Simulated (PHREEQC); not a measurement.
Make-up at 15 °C: 93 mmol/kgw HF, 5.6 mmol/kgw NH4HF2, 0.89 mmol/kgw H2SiF6 and 5.5 mmol/kgw H3PO4. Closed to the air; pH follows from the charge balance.

All values are PHREEQC results (ion-association model, wateq4f.dat), not measurements.

| Property | Result |
|---|---|
| pH | 2.12 |
| ionic strength | 0.0149 mol/kgw |
| total alkalinity | -109 meq/kg |

```tsv
species	molality	activity	log γ
HF	0.0634	0.0636	0.001
H2F2	0.0149	0.0150	0.001
H+	0.00838	0.00756	-0.045
F-	0.00757	0.00669	-0.054
NH4+	0.00560	0.00496	-0.052
H2PO4-	0.00294	0.00262	-0.050
```

This is a speciation only: nothing precipitates in the calculation. Species that the database lacks are ignored. wateq4f.dat counts part of the HF as a dimer, H2F2, which phreeqc.dat doesn't know; its constant is uncertain. H3PO4, which wateq4f.dat lacks, is added to it with the constant of phreeqc.dat. SiF6-2 is the database's only silicon fluoride.
